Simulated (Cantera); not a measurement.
Feed: 1 mol SiCl4, 0.77 mol HCl, 120 mol H2, held at 1523 K and 1330 Pa.

Cantera equilibrium calculation (NASA polynomials, part measured and part estimated; ideal gas, pure solids and liquids). Candidate condensed phases: Si; 19 gas species. The tables' values for SiCl3 are old estimates; treat these amounts as uncertain. Equilibrium is a limit: real reactors are often held back by kinetics, nucleation or transport.

Base state: H2 0.964, HCl 0.0319, SiCl2 0.00344, H 0.000197, SiCl3 2.78e-5 (mole fractions); condensed: Si(s).

What changes in the equilibrium state with this change: temperature from 1523 K to 973.15 K?


```tsv
species	before	after
H2	0.964	0.980
HCl	0.0319	0.0130
SiCl4	6.69e-7	0.00470
H	0.000197	9.31e-9
SiHCl3	2.27e-6	0.00199
SiH2Cl2	1.24e-6	8.85e-5
SiCl2	0.00344	0.000277
SiCl3	2.78e-5	0.000213
Si(s), mol	0.573	0.114
```

What changes in the equilibrium state with this change: H2 from 120 to 15 mol?


| species | before | after |
|---|---|---|
| H2 | 0.964 | 0.790 |
| HCl | 0.0319 | 0.153 |
| SiCl2 | 0.00344 | 0.0536 |
| SiCl4 | 6.69e-7 | 0.000293 |
| SiCl3 | 2.78e-5 | 0.00229 |
| Si(s), mol | 0.573 | 0 |
